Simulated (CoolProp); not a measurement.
Values from CoolProp's reference Helmholtz-energy equation of state, Penoncello 2003.

### Question
Give the vapour pressure (kPa), liquid cp (kJ/(kg K)), vapour viscosity (µPa s) of saturated CHF3 (R23) at 215, 229.9, 267 K.

### Answer
```csv
T (K),p (kPa),liquid cp (kJ/(kg K)),vapour viscosity (µPa s)
215,339,1.30,10.8
229.9,625,1.35,11.6
267,2100,1.71,14.3
```

Viscosity comes from a separate model (Shan 2000).
